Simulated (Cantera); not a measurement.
Stirred combustor or abatement burner

A perfectly stirred reactor is fed with CH₄ : C₂H₆ : O₂ : N₂ = 0.66 : 0.37 : 1.94 : 7.29 (molar parts), at 0.240 bar; it is adiabatic with a 598 K inlet, and is followed from long to short residence time, starting on the burning branch (τ in s: 0.024, 0.01, 0.0047, 0.0021, 0.00091, 0.00041, 0.00018, 8e-05, 3.5e-05, 1.6e-05, 6.9e-06, 3.1e-06).

Model: GRI-Mech 3.0 (53 species, 325 reactions), integrated in Cantera.

```tsv
τ (s)	T (K)	x CH₄	x C₂H₆	x O₂	x C₂H₂	x N₂O	x CH₂CO	x C₂H
0.024	2160	1.69e-5	1.24e-6	0.00111	5.97e-6	1.50e-8	2.27e-7	3.65e-8
0.010	2139	3.29e-5	2.79e-6	0.00160	1.04e-5	1.80e-8	4.72e-7	6.98e-8
0.0047	2122	6.29e-5	5.77e-6	0.00218	1.87e-5	2.26e-8	9.50e-7	1.30e-7
0.0021	2104	0.000134	1.30e-5	0.00319	3.91e-5	3.06e-8	2.17e-6	2.71e-7
0.00091	2077	0.000319	3.19e-5	0.00537	9.64e-5	4.00e-8	5.78e-6	6.18e-7
0.00041	2024	0.000841	8.73e-5	0.0106	0.000265	3.65e-8	1.84e-5	1.33e-6
0.00018	598	0.0643	0.0361	0.189	<1e-12	<1e-12	<1e-12	<1e-12
8.0e-5	598	0.0643	0.0361	0.189	<1e-12	<1e-12	<1e-12	<1e-12
3.5e-5	598	0.0643	0.0361	0.189	<1e-12	<1e-12	<1e-12	<1e-12
1.6e-5	598	0.0643	0.0361	0.189	<1e-12	<1e-12	<1e-12	<1e-12
6.9e-6	598	0.0643	0.0361	0.189	<1e-12	<1e-12	<1e-12	<1e-12
3.1e-6	598	0.0643	0.0361	0.189	<1e-12	<1e-12	<1e-12	<1e-12
```
x: mole fraction; the columns are a selection and need not sum to one.
